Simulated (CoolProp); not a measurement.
Vapour-liquid equilibrium of benzene (1) + n-heptane (2) at 13.7 bar; x and y are mole fractions of (1).

Values from CoolProp's multi-fluid Helmholtz-energy mixture model, Thol 2012 and Span 2003; pair parameters Bell 2016.

```tsv
x	bubble temperature (°C)	y at the bubble point	dew temperature at overall composition x (°C)	liquid density (mol/L)
0.05	218.4	0.067	218.9	4.737
0.2	213.1	0.256	214.7	5.157
0.35	208.3	0.424	210.4	5.619
0.5	204.3	0.571	206.2	6.135
0.65	201.2	0.702	202.4	6.720
0.8	198.9	0.826	199.3	7.395
0.95	197.3	0.954	197.4	8.186
```

No azeotrope shows between x = 0.05 and 0.95.

The pair parameters rest on a limited set of measurements; away from them the model extrapolates.
